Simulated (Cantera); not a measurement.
# Equilibrium for silicon epitaxy and polysilicon growth: SiH4 + H2

Feed: 1 mol SiH4, 760 mol H2, equilibrated at 1673.15 K and 1.80 mbar.

Cantera equilibrium calculation (NASA polynomials, part measured and part estimated; ideal gas, pure solids and liquids). Candidate condensed phases: Si; 9 gas species. Gases not in the tables: Si2H6 and higher silanes. Rates play no part.

The x(H2) is 0.997 and the x(H) comes out as 0.00268. The x(Si) is 0.000233, the x(SiH) comes out as 1.67e-5 and the x(SiH2) is 1.10e-5. The n(Si(s)) is 0.799 mol and the gas amount comes out as 763.2 mol.
